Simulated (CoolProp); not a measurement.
Vapour-liquid equilibrium of benzene (1) + cyclohexane (2) at 417.8 K; x and y are mole fractions of (1).

The numbers come from the multi-fluid Helmholtz-energy mixture model, Thol 2012 and Zhou 2014; pair parameters Bell 2016 in CoolProp.

```csv
x,bubble pressure (MPa),y at the bubble point,dew pressure at overall composition x (MPa),liquid density (mol/L)
0.05,0.5048,0.064,0.5029,7.788
0.125,0.5162,0.152,0.5128,7.885
0.2,0.5259,0.233,0.5221,7.987
0.275,0.5339,0.309,0.5305,8.093
0.35,0.5403,0.380,0.5378,8.205
0.425,0.5451,0.448,0.5436,8.321
0.5,0.5482,0.514,0.5477,8.443
0.575,0.5498,0.579,0.5497,8.572
0.65,0.5496,0.644,0.5495,8.706
0.725,0.5477,0.711,0.5471,8.847
0.8,0.5438,0.781,0.5425,8.995
0.875,0.5377,0.856,0.5359,9.150
0.95,0.5290,0.939,0.5277,9.313
```

y crosses x between x = 0.575 and 0.65: the model has an azeotrope there.

The pair parameters rest on a limited set of measurements; away from them the model extrapolates.
